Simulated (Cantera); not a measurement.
A closed system holds: 1 mol SiH4, 0.59 mol HCl, 53 mol H2, equilibrated at 1623.15 K and 1.13 Torr.

Equilibrium computed with Cantera from the NASA thermochemical tables; the gas is ideal and each condensed phase is pure. Candidate condensed phases: Si; 19 gas species. The tables' values for SiCl are old estimates; treat these amounts as uncertain. Equilibrium is a limit: real reactors are often held back by kinetics, nucleation or transport.

Base state: H2 0.988, HCl 0.00988, H 0.00178, SiCl2 0.000346, Si 0.000105, Cl 1.40e-5, SiCl 1.12e-5 (mole fractions); condensed: Si(s).

Problem. What changes in the equilibrium state with this change: temperature from 1623.15 K to 1475 K?

Solution. 
| species | before | after |
|---|---|---|
| H2 | 0.988 | 0.989 |
| HCl | 0.00988 | 0.00997 |
| H | 0.00178 | 0.000333 |
| Si | 0.000105 | 3.83e-6 |
| SiCl2 | 0.000346 | 0.000317 |
| SiCl | 1.12e-5 | 1.35e-6 |
| Cl | 1.40e-5 | 2.72e-6 |
| Si(s), mol | 0.973 | 0.982 |

Problem. What changes in the equilibrium state with this change: temperature from 1623.15 K to 975 K?

Solution. 
| species | before | after |
|---|---|---|
| H2 | 0.988 | 0.990 |
| HCl | 0.00988 | 0.00945 |
| SiCl2 | 0.000346 | 0.000146 |
| H | 0.00178 | 2.94e-8 |
| SiCl4 | <1e-9 | 0.000136 |
| Si | 0.000105 | <1e-9 |
| Si(s), mol | 0.973 | 0.978 |
The tables' values for SiCl3 are old estimates; treat these amounts as uncertain.
